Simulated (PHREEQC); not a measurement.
Consider water at 79 °C with 0.00058 mol CaSO4, 0.0008 mol NaF and 7.5e-07 mol H4SiO4 per kg of water. Closed to the air; pH follows from the charge balance.

Computed with PHREEQC (ion-association model, phreeqc.dat).

```csv
quantity,before,after
pH,6.62,6.62
ionic strength (mol/kgw),0.00294,0.00191
CaSO4 (mol/kgw),4.28e-5,1.25e-5
HF (mol/kgw),7.87e-7,7.97e-7
SI of Fluorite (CaF2),+0.58,+0.32
SI of Gypsum (CaSO4:2H2O),-2.03,-2.56
```

Name the change that produced these shifts.
A) diluted 10-fold with water
B) NaF replaced by KHF2 at the same molality
C) temperature from 79 to 65 °C
D) CaSO4 from 0.00058 to 0.00029 mol/kgw
E) temperature from 79 to 20 °C

D, CaSO4 from 0.00058 to 0.00029 mol/kgw

No solid was allowed to form. Some of these states are supersaturated (in Fluorite, for instance). Constants without temperature data keep their 25 °C values here. SiF6-2 is the database's only silicon fluoride.
